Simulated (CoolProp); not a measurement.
Aqueous ethylene glycol as a coolant, 32 % by mass, freezing at -16.2 °C, 1 atm.

Model: Melinder's fits for secondary coolants, in CoolProp.

```
T (°C)  viscosity (mPa s)  conductivity (W/(m K))  density (kg/m³)  Prandtl number
------  -----------------  ----------------------  ---------------  --------------
-14.9                8.71                   0.425             1052            73.1
-8.3                 6.44                   0.431             1050            53.6
-1.7                 4.88                   0.437             1049            40.3
4.9                  3.79                   0.443             1047            31.0
11.5                 3.00                   0.449             1044            24.4
18.1                 2.42                   0.455             1042            19.5
24.7                 1.99                   0.461             1039            16.0
31.3                 1.67                   0.467             1036            13.3
```
